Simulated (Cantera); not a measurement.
## Equilibrium for silicon epitaxy and polysilicon growth: SiCl4 + N2

Charge: 1 mol SiCl4, 4.2 mol N2, held at 0.0930 bar.

Cantera equilibrium calculation (NASA polynomials, part measured and part estimated; ideal gas, pure solids and liquids). Candidate condensed phases: Si, Si3N4; 13 gas species. The tables' values for SiCl3 are old estimates; treat these amounts as uncertain. Equilibrium is a limit: real reactors are often held back by kinetics, nucleation or transport.

From 948 K to 1748 K nothing is condensed. The main Si-bearing gas is SiCl4 throughout.

```json
[
 {"T (K)": "948", "x N2": "0.808", "x SiCl4": "0.192", "x Cl": "1.44e-7", "x SiCl3": "2.77e-7"},
 {"T (K)": "1048", "x N2": "0.808", "x SiCl4": "0.192", "x Cl": "1.74e-6", "x SiCl3": "2.69e-6"},
 {"T (K)": "1148", "x N2": "0.808", "x SiCl4": "0.192", "x Cl": "1.33e-5", "x SiCl3": "1.79e-5"},
 {"T (K)": "1248", "x N2": "0.808", "x SiCl4": "0.192", "x Cl": "7.26e-5", "x SiCl3": "8.88e-5"},
 {"T (K)": "1348", "x N2": "0.807", "x SiCl4": "0.192", "x Cl": "0.000306", "x SiCl3": "0.000349"},
 {"T (K)": "1448", "x N2": "0.807", "x SiCl4": "0.191", "x Cl": "0.00105", "x SiCl3": "0.00113"},
 {"T (K)": "1548", "x N2": "0.805", "x SiCl4": "0.188", "x Cl": "0.00311", "x SiCl3": "0.00310"},
 {"T (K)": "1648", "x N2": "0.801", "x SiCl4": "0.183", "x Cl": "0.00807", "x SiCl3": "0.00734"},
 {"T (K)": "1748", "x N2": "0.792", "x SiCl4": "0.171", "x Cl": "0.0188", "x SiCl3": "0.0151"}
]
```
x: gas mole fraction; nothing condenses.
